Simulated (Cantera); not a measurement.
An isothermal, constant-pressure homogeneous reactor starts with CO : O2 : H2O : N2 = 0.0093 : 0.016 : 0.0002 : 1 (molar parts), equivalence ratio 0.29, at 1425 K and 0.987 atm. Integrator tolerance rtol = 1e-08.

Model: GRI-Mech 3.0 (53 species, 325 reactions), integrated in Cantera.

What does this change do: temperature 1425 to 850 K?


```csv
quantity,before,after
x(CO) at 1.00 s,7.00e-7 (gas-phase equilibrium 1.31e-7),0.00907 (gas-phase equilibrium <1e-12)
x(O2) at 1.00 s,0.0111 (gas-phase equilibrium 0.0110),0.0156 (gas-phase equilibrium 0.0111)
x(H2O) at 1.00 s,0.000195 (gas-phase equilibrium 0.000195),0.000195 (gas-phase equilibrium 0.000196)
x(NO) at 1.00 s,6.47e-6 (gas-phase equilibrium 0.000213),<1e-12 (gas-phase equilibrium 1.16e-6)
x(NO2) at 1.00 s,2.15e-8 (gas-phase equilibrium 3.32e-7),<1e-12 (gas-phase equilibrium 4.91e-8)
x(CO2) at 1.00 s,0.00911 (gas-phase equilibrium 0.00911),6.10e-9 (gas-phase equilibrium 0.00911)
```
